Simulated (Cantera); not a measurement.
Feed: 1 mol Fe2O3, 4.5 mol O2, equilibrated at 1025 K and 18.0 mbar.

Equilibrium computed with Cantera from the NASA thermochemical tables; the gas is ideal and each condensed phase is pure. Candidate condensed phases: Fe, FeO, Fe2O3, Fe3O4; 5 gas species. Equilibrium is a limit: real reactors are often held back by kinetics, nucleation or transport.

Base state: O2 1.00 (mole fractions); condensed: Fe2O3(s).

Q: What changes in the equilibrium state with this change: Fe2O3 replaced by CaO?

A: 
```tsv
species	before	after
O2	1.00	1.00
Fe2O3(s), mol	1.00	0
CaO(s), mol	0	1.00
```
Further candidate phases: Ca, CaO.

Q: What changes in the equilibrium state with this change: temperature from 1025 K to 1700 K?

A: 
| species | before | after |
|---|---|---|
| O2 | 1.00 | 1.000 |
| O | 2.46e-9 | 0.000333 |
| Fe2O3(s), mol | 1.00 | 0 |
| Fe3O4(s), mol | 0 | 0.667 |
